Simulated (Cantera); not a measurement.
An isothermal, constant-pressure homogeneous reactor starts with H2 : O2 = 0.016 : 1 (molar parts), at 1373 K and 0.0132 atm.

Detailed kinetics in Cantera: the H2/O2 subset of GRI-Mech 3.0, which has no nitrogen chemistry. Radical loss at walls, strong at low pressure, is not modelled.

x: mole fraction; the columns are a selection and need not sum to one.

| t (s) | x H2 | x O2 | x H2O | x H | x O | x OH |
|---|---|---|---|---|---|---|
| 2.00e-5 | 0.0157 | 0.984 | 7.53e-11 | 3.30e-9 | 1.72e-9 | 1.70e-9 |
| 7.48e-5 | 0.0157 | 0.984 | 2.49e-9 | 6.75e-9 | 1.42e-8 | 1.35e-8 |
| 0.000280 | 0.0157 | 0.984 | ___ | ___ | ___ | ___ |
| 0.00105 | 0.0157 | 0.984 | 5.48e-6 | 7.14e-7 | 5.02e-6 | 4.11e-6 |
| 0.00391 | 0.000610 | 0.970 | 0.0133 | 0.000968 | 0.0122 | 0.00276 |
| 0.0146 | 9.25e-5 | 0.970 | 0.0144 | 0.000677 | 0.0129 | 0.00189 |
| 0.0547 | 7.97e-5 | 0.972 | 0.0145 | 0.000536 | 0.0110 | 0.00176 |
| 0.205 | ___ | 0.977 | 0.0149 | ___ | ___ | ___ |
| 0.765 | 1.45e-5 | 0.982 | 0.0154 | 3.94e-5 | 0.00191 | 0.000754 |
| 2.86 | 2.07e-6 | 0.984 | 0.0157 | 2.09e-6 | 0.000268 | 0.000285 |
| 10.7 | 2.51e-7 | 0.984 | 0.0158 | 8.84e-8 | 3.24e-5 | 9.97e-5 |
| 40.0 | 5.24e-8 | 0.984 | 0.0158 | 8.44e-9 | 6.77e-6 | 4.56e-5 |

Task: Fill in the missing entries.

Result: 
- 0.000280, x H2O: 6.58e-8
- 0.000280, x H: 2.13e-8
- 0.000280, x O: 1.14e-7
- 0.000280, x OH: 9.86e-8
- 0.205, x H2: 4.89e-5
- 0.205, x H: 0.000251
- 0.205, x O: 0.00661
- 0.205, x OH: 0.00138
